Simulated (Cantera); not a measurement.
Input: 1 mol SiC, 0.0077 mol H2O, 43 mol N2, 0.024 mol O2, equilibrated at 0.100 bar.

Equilibrium computed with Cantera from the NASA thermochemical tables; the gas is ideal and each condensed phase is pure. Candidate condensed phases: C, C6H6, C7H8, C8H18, H2O, Si, SiC, SiO2, Si2N2O, Si3N4; 151 gas species. The tables' values for SiN are old estimates; treat these amounts as uncertain. Equilibrium is a limit: real reactors are often held back by kinetics, nucleation or transport. All values below are at 1800 °C.

Base state: N2 0.998, CO 0.000897, Si 0.000450, SiO 0.000395, H2 0.000116, H 8.95e-5, HCN 3.30e-5, SiN 3.13e-5 (mole fractions); condensed: SiC(s).

What changes in the equilibrium state with this change: pressure from 0.100 bar to 0.0133 bar?


| species | before | after |
|---|---|---|
| N2 | 0.998 | 0.997 |
| CO | 0.000897 | 0.00123 |
| Si | 0.000450 | 0.00117 |
| SiO | 0.000395 | 6.46e-5 |
| SiC2 | 6.42e-7 | 1.39e-5 |
| Si2N | 1.73e-5 | 5.67e-6 |
| Si2C | 1.66e-5 | 4.30e-5 |
| SiC(s), mol | 0.959 | 0.941 |
